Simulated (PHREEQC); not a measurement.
Dissolve 0.16 mol CuSO4, 0.026 mol CaCl2 and 0.27 mol HCl per kg of water at 25 °C. Closed to the air; pH follows from the charge balance.

Equilibrium calculation in PHREEQC: ion-association model, wateq4f.dat.

Precipitation was switched off in this run.

Question: Predict the pH.

Answer: pH 0.90.

Question: In which forms is Cl present?

Answer: Cl- 93 %, CuCl+ 6.6 %, CuCl2 0.7 % of the Cl.
